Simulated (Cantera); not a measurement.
A closed system holds: 1 mol TiO₂, 15 mol Cl₂, 0.18 mol O₂, equilibrated at 1873.15 K.

These are equilibrium values from Cantera (NASA tables, ideal gas, pure condensed phases), not measurements of a reactor. Candidate condensed phases: Ti, TiCl₂, TiCl₃, TiCl₄, TiO, TiO₂, Ti₂O₃, Ti₃O₅, Ti₄O₇; 15 gas species. The numbers say what is thermodynamically allowed, not how fast it happens.

Question: At 0.000180 bar, list the 7 most abundant gas species with their mole fractions, and the condensed phases.

Answer: Cl 0.992, O₂ 0.00540, O 0.00130, Cl₂ 0.000916, TiOCl₂ 0.000147, TiO₂ 0.000101, ClO 1.63e-5. Condensed: TiO₂(rutile).
